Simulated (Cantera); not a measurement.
## Pyrogenic steam for wet oxidation

An isothermal, constant-pressure homogeneous reactor starts with 23.3 % H₂, 23.3 % O₂, 53.5 % N₂, equivalence ratio 0.50, at 1323 K and 47000 Pa.

Model: GRI-Mech 3.0 (53 species, 325 reactions), integrated in Cantera. The temperature is held fixed by assumption; the heat of reaction is taken as removed at once.

```json
[
 {"t (s)": "4.00e-5", "x H₂": "0.129", "x O₂": "0.185", "x N₂O": "5.77e-9", "x NO": "2.41e-7", "x OH": "0.00818", "x HO₂": "5.24e-5", "x H₂O₂": "3.50e-6"},
 {"t (s)": "0.000131", "x H₂": "0.00697", "x O₂": "0.131", "x N₂O": "8.88e-8", "x NO": "1.17e-5", "x OH": "0.00496", "x HO₂": "6.14e-5", "x H₂O₂": "5.85e-6"},
 {"t (s)": "0.000428", "x H₂": "0.000474", "x O₂": "0.131", "x N₂O": "1.37e-7", "x NO": "1.20e-5", "x OH": "0.00110", "x HO₂": "1.89e-5", "x H₂O₂": "1.65e-6"},
 {"t (s)": "0.00140", "x H₂": "3.86e-5", "x O₂": "0.131", "x N₂O": "1.53e-7", "x NO": "1.19e-5", "x OH": "0.000344", "x HO₂": "2.59e-6", "x H₂O₂": "3.77e-7"},
 {"t (s)": "0.00458", "x H₂": "5.15e-6", "x O₂": "0.132", "x N₂O": "1.59e-7", "x NO": "1.19e-5", "x OH": "0.000141", "x HO₂": "4.58e-7", "x H₂O₂": "9.70e-8"},
 {"t (s)": "0.0150", "x H₂": "1.07e-6", "x O₂": "0.132", "x N₂O": "1.59e-7", "x NO": "1.20e-5", "x OH": "6.81e-5", "x HO₂": "1.17e-7", "x H₂O₂": "2.80e-8"},
 {"t (s)": "0.0490", "x H₂": "3.08e-7", "x O₂": "0.132", "x N₂O": "1.49e-7", "x NO": "1.20e-5", "x OH": "3.69e-5", "x HO₂": "5.20e-8", "x H₂O₂": "9.31e-9"},
 {"t (s)": "0.160", "x H₂": "1.51e-7", "x O₂": "0.132", "x N₂O": "1.14e-7", "x NO": "1.20e-5", "x OH": "2.52e-5", "x HO₂": "4.40e-8", "x H₂O₂": "4.70e-9"},
 {"t (s)": "0.524", "x H₂": "1.38e-7", "x O₂": "0.132", "x N₂O": "5.09e-8", "x NO": "1.20e-5", "x OH": "2.39e-5", "x HO₂": "4.39e-8", "x H₂O₂": "4.27e-9"},
 {"t (s)": "1.71", "x H₂": "1.38e-7", "x O₂": "0.132", "x N₂O": "1.41e-8", "x NO": "1.20e-5", "x OH": "2.38e-5", "x HO₂": "4.39e-8", "x H₂O₂": "4.27e-9"},
 {"t (s)": "5.61", "x H₂": "1.38e-7", "x O₂": "0.132", "x N₂O": "1.26e-8", "x NO": "1.20e-5", "x OH": "2.38e-5", "x HO₂": "4.39e-8", "x H₂O₂": "4.27e-9"},
 {"t (s)": "18.3", "x H₂": "1.38e-7", "x O₂": "0.132", "x N₂O": "1.26e-8", "x NO": "1.20e-5", "x OH": "2.38e-5", "x HO₂": "4.39e-8", "x H₂O₂": "4.27e-9"},
 {"t (s)": "60.0", "x H₂": "1.38e-7", "x O₂": "0.132", "x N₂O": "1.26e-8", "x NO": "1.20e-5", "x OH": "2.38e-5", "x HO₂": "4.39e-8", "x H₂O₂": "4.27e-9"}
]
```
x: mole fraction; the columns are a selection and need not sum to one.

Equilibrium at this temperature and pressure: H₂ 1.38e-7, O₂ 0.131, N₂O 1.26e-8, NO 0.000320, OH 2.38e-5, HO₂ 4.39e-8, H₂O₂ 4.26e-9 (gas phase only).
